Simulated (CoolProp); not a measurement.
Dodecamethylcyclohexasiloxane (D6) along the isobar 0.748 MPa: density (kg/m³) from the reference equation and from simpler models built on Tc = 645.8 K, pc = 0.9614 MPa, ω = 0.736; each cubic takes its own stable root.

Values from CoolProp's reference Helmholtz-energy equation of state, Colonna 2008. It is a short technical equation, of lower accuracy than the large ones.

```csv
T (K),phase,reference,Redlich-Kwong,Soave-Redlich-Kwong,Peng-Robinson
504.1,liquid,731.2,611.8,681.3,769.5
512.7,liquid,719.4,601.0,670.5,757.4
521.3,liquid,707.3,589.8,659.1,744.7
529.9,liquid,694.8,578.1,647.0,731.3
538.5,liquid,681.8,565.8,634.2,717.0
547.2,liquid,668.2,552.8,620.5,701.5
555.8,liquid,654.0,539.2,605.9,685.1
564.4,liquid,639.1,524.7,590.3,667.4
573,liquid,623.3,509.2,573.5,648.3
```
